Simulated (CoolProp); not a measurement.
Vapour pressure (MPa) of n-hexane: the reference equation beside estimates from Tc = 507.8 K, pc = 3.044 MPa, ω = 0.300. Clausius-Clapeyron is anchored at 293.7 K with a constant enthalpy of vaporisation of 31.81 kJ/mol.

Values from CoolProp's reference Helmholtz-energy equation of state, Thol 2019.

```
T (K)  reference  Lee-Kesler  Clausius-Clapeyron  van der Waals  Redlich-Kwong  Peng-Robinson
-----  ---------  ----------  ------------------  -------------  -------------  -------------
259.7   0.002811    0.002658            0.003009        0.09839       0.009347       0.002938
276.7   0.007283    0.006961            0.007439         0.1481        0.02098       0.007472
293.7    0.01656     0.01602             0.01656         0.2132        0.04193        0.01678
310.8    0.03401     0.03327             0.03392         0.2963        0.07655        0.03418
327.8    0.06370     0.06294             0.06423         0.3982         0.1291        0.06370
344.8     0.1110      0.1106              0.1142         0.5214         0.2047         0.1107
361.9     0.1826      0.1830              0.1929         0.6682         0.3091         0.1820
378.9     0.2848      0.2864              0.3101         0.8385         0.4461         0.2839
395.9     0.4256      0.4288              0.4784          1.034         0.6212         0.4248
413       0.6147      0.6195              0.7138          1.259         0.8407         0.6150
```

Absolute difference from the reference over all 10 rows, mean and median: Lee-Kesler 1.9 and 1.0 %, Clausius-Clapeyron 5.6 and 4.3 %, van der Waals 889.5 and 447.4 %, Redlich-Kwong 109.5 and 93.5 %, Peng-Robinson 1.0 and 0.3 %.
